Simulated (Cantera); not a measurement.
An isothermal, constant-pressure homogeneous reactor starts with 11.5 % NO, 88.3 % N₂, 0.287 % H₂O, at 1648 K and 190000 Pa.

Model: GRI-Mech 3.0 (53 species, 325 reactions), integrated in Cantera.

x: mole fraction; the columns are a selection and need not sum to one.

```csv
t (s),x NO,x N₂O,x NO₂,x O₂,x O,x N₂
1.00e-6,0.115,1.30e-9,4.42e-11,<1e-12,[?],0.883
7.44e-6,0.115,9.70e-9,2.08e-9,1.27e-12,[?],0.883
5.54e-5,0.115,7.17e-8,4.97e-8,3.30e-11,[?],0.883
0.000412,0.115,5.11e-7,4.86e-7,5.90e-10,[?],0.883
0.00307,0.115,2.78e-6,4.75e-6,6.71e-8,[?],0.883
0.0228,0.115,5.11e-6,2.55e-5,1.33e-5,[?],0.883
0.170,0.114,5.10e-6,3.32e-5,0.000204,[?],0.883
1.26,0.111,4.85e-6,5.58e-5,0.00161,[?],0.884
9.41,0.0935,3.44e-6,0.000105,0.0105,[?],0.893
70.0,0.0399,7.10e-7,8.24e-5,0.0373,[?],0.920
```

Problem. Complete the blanks.

Solution. 
- 1.00e-6, x O: 1.26e-9
- 7.44e-6, x O: 7.40e-9
- 5.54e-5, x O: 1.74e-8
- 0.000412, x O: 2.50e-8
- 0.00307, x O: 9.34e-8
- 0.0228, x O: 4.08e-7
- 0.170, x O: 5.23e-7
- 1.26, x O: 8.88e-7
- 9.41, x O: 1.96e-6
- 70.0, x O: 3.58e-6
